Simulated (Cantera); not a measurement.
Charge: 1 mol CH2F2, 0.57 mol CH4, 6.7 mol H2, at 1300 °C and 1000 Pa.

These are equilibrium values from Cantera (NASA tables, ideal gas, pure condensed phases), not measurements of a reactor. Candidate condensed phases: C, C6H6, C7H8, C8H18; 95 gas species. Rates play no part.

Base state: H2 0.796, HF 0.203, H 0.000363, C2H2 (acetylene) 1.65e-5, CH4 1.16e-5 (mole fractions); condensed: C(graphite).

Q: What changes in the equilibrium state with this change: temperature from 1300 °C to 2400 °C?

A: 
```tsv
species	before	after
H2	0.796	0.470
H	0.000363	0.351
HF	0.203	0.167
C2H2 (acetylene)	1.65e-5	0.0100
C2H	<1e-9	0.000760
C3	<1e-9	0.000614
C	<1e-9	0.000154
F	4.21e-9	0.000398
C4H2	<1e-9	8.92e-5
C(graphite), mol	1.57	1.28
```

Q: What changes in the equilibrium state with this change: temperature from 1300 °C to 2727 °C?

A: 
```
species             before    after
----------------  --------  -------
H                 0.000363    0.656
H2                   0.796    0.172
HF                   0.203    0.127
C3                   <1e-9   0.0209
C2H                  <1e-9  0.00537
C                    <1e-9  0.00444
C2                   <1e-9  0.00243
C(graphite), mol      1.57        0
```

Q: What changes in the equilibrium state with this change: temperature from 1300 °C to 3025 °C?

A: 
| species | before | after |
|---|---|---|
| H | 0.000363 | 0.795 |
| HF | 0.203 | 0.0949 |
| H2 | 0.796 | 0.0478 |
| C | <1e-9 | 0.0205 |
| C3 | <1e-9 | 0.0160 |
| F | 4.21e-9 | 0.0160 |
| C2 | <1e-9 | 0.00563 |
| C2H | <1e-9 | 0.00258 |
| CF | <1e-9 | 0.000991 |
| CH | <1e-9 | 0.000129 |
| C(graphite), mol | 1.57 | 0 |
